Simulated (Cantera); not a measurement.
Charge: 1 mol Si, 0.027 mol CO₂, 12 mol H₂, at 1425 °C and 0.100 bar.

Equilibrium computed with Cantera from the NASA thermochemical tables; the gas is ideal and each condensed phase is pure. Candidate condensed phases: C, C₆H₆, C₇H₈, C₈H₁₈, H₂O, Si, SiC, SiO₂; 123 gas species. Mutual solubility and eutectic melting of coexisting phases are not modelled. Gases not in the tables: Si₂H₆ and higher silanes. Equilibrium is a limit: real reactors are often held back by kinetics, nucleation or transport.

Base state: H₂ 0.995, SiO 0.00425, H 0.000456, CO 0.000225, SiH₂ 1.39e-5 (mole fractions); condensed: Si(l) + SiC(s).

Problem. What changes in the equilibrium state with this change: CO₂ from 0.027 to 0.016 mol?

Solution. 
```json
[
 {"species": "H₂", "before": "0.995", "after": "0.997"},
 {"species": "SiO", "before": "0.00425", "after": "0.00252"},
 {"species": "H", "before": "0.000456", "after": "0.000457"},
 {"species": "CO", "before": "0.000225", "after": "0.000134"},
 {"species": "SiH₂", "before": "1.39e-5", "after": "1.39e-5"},
 {"species": "Si(l), mol", "before": "0.924", "after": "0.955"},
 {"species": "SiC(s), mol", "before": "0.0243", "after": "0.0144"}
]
```
